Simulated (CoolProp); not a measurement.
A single-stage vapour-compression cycle with R507A: evaporating at 223.15 K (dew point), condensing at 259.15 K (bubble point), superheat 8 K, subcooling 0 K, compressor efficiency 0.75, no pressure losses. Each further row changes one setting.

Values from CoolProp's reference Helmholtz-energy equation of state, Lemmon 2003. It is a pseudo-pure fit of the blend.

```csv
case,cooling COP,pressure ratio,discharge temperature (K),refrigerating effect (kJ/kg),volumetric capacity (kJ/m³)
as stated,3.95,4.53,287.3,159,734
evaporating temperature 228.15 K,4.79,3.55,283.7,[?],[?]
condensing temperature 254.15 K,4.70,3.78,[?],166,765
subcooling 5 K,[?],4.53,287.3,166,[?]
superheat 18 K,[?],4.53,[?],167,734
compressor efficiency 0.65,3.42,4.53,[?],159,734
```

**Question.** Complete the blanks.

**Answer.** 
- evaporating temperature 228.15 K, refrigerating effect (kJ/kg): 162
- evaporating temperature 228.15 K, volumetric capacity (kJ/m³): 940
- condensing temperature 254.15 K, discharge temperature (K): 280.4
- subcooling 5 K, cooling COP: 4.11
- subcooling 5 K, volumetric capacity (kJ/m³): 764
- superheat 18 K, cooling COP: 3.94
- superheat 18 K, discharge temperature (K): 298.1
- compressor efficiency 0.65, discharge temperature (K): 294.1
